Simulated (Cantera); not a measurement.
A Cantera script and what it prints.

```python
import numpy as np
import cantera as ct

gas_names = """
    H HNO HNO2 HNO3 HO2 H2 H2O H2O2 N NH NH2 NH3 NH2OH NO NO2 NO3 N2 N2H2 N2H4 N2O O OH O2 O3 Si SiH
    SiH2 SiH3 SiH4 SiN SiO SiO2 Si2 Si2N Si3
""".split()
cond_names = """
    H2O(s) H2O(L) Si(cr) Si(L) SiO2(Lqz) SiO2(hqz) SiO2(L) Si2N2O(s) Si3N4(a)
""".split()


# ... load() reads the species with a 1 bar reference pressure and builds the phases ...
atoms = {
    'SiO2': {'Si': 1, 'O': 2},
    'H2': {'H': 2},
    'N2': {'N': 2},
}
top_T = {'Si2N2O(s)': 2100, 'Si3N4(a)': 2400}  # K; cautious upper limits of use, not melting points


# ... equilibrate(T, P, feed) seeds the gas with the atoms and calls Mixture.equilibrate('TP', solver="vcs", rtol=1e-11, max_steps=5000) ...
results = []
feed = {'SiO2': 1, 'H2': 21, 'N2': 16}  # mol
T = 2198  # K
P = 10000  # Pa
mix = equilibrate(T, P, feed)
results.append((T, P, feed, dict(zip(mix.species_names, mix.species_moles))))
x = sorted(zip(gas.X, gas.species_names), reverse=True)
print(f"T = {T:g} K  P = {P:g} Pa  gas = {mix.phase_moles(0):.4g} mol")
print("   x: " + "  ".join(f"{s} {v:.3e}" for v, s in x if v > 0.0001))
print("   condensed (mol): " + ("  ".join(f"{mix.phase(i).name} {mix.phase_moles(i):.4g}"
      for i in range(1, mix.n_phases) if mix.phase_moles(i) > 1e-12) or "none"))
```

It prints:

```
T = 2198 K  P = 10000 Pa  gas = 38.24 mol
   x: H2 5.167e-01  N2 4.184e-01  SiO 2.614e-02  H2O 2.605e-02  H 1.266e-02
   condensed (mol): none
```

These are equilibrium values from Cantera (NASA tables, ideal gas, pure condensed phases), not measurements of a reactor.
